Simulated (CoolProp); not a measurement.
Vapour-liquid equilibrium of R125 (1) + R152A (2) at 294.5 K; x and y are mole fractions of (1).

The numbers come from the multi-fluid Helmholtz-energy mixture model, Lemmon 2005 and Outcalt 1996; pair parameters Bell 2016 in CoolProp.

Question: Give the bubble pressure and the first vapour's composition at x = 0.15, 0.45, 0.85. Is there an azeotrope?

Answer: x = 0.15: 638.2 kPa, y = 0.265; x = 0.45: 832.2 kPa, y = 0.609; x = 0.85: 1124 kPa, y = 0.916. No azeotrope shows between x = 0.05 and 0.95.

The pair parameters rest on a limited set of measurements; away from them the model extrapolates.
